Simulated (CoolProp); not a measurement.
Computed with CoolProp (reference Helmholtz-energy equation of state, Gao 2020).

**Question.** For ammonia, give the phase and the cp (kJ/(kg K)), Joule-Thomson coefficient (K/MPa) at 91.85 °C and 1.75 bar.

**Answer.** 
- 91.85 °C and 1.75 bar: gas; cp 2.25, Joule-Thomson coefficient 14.1
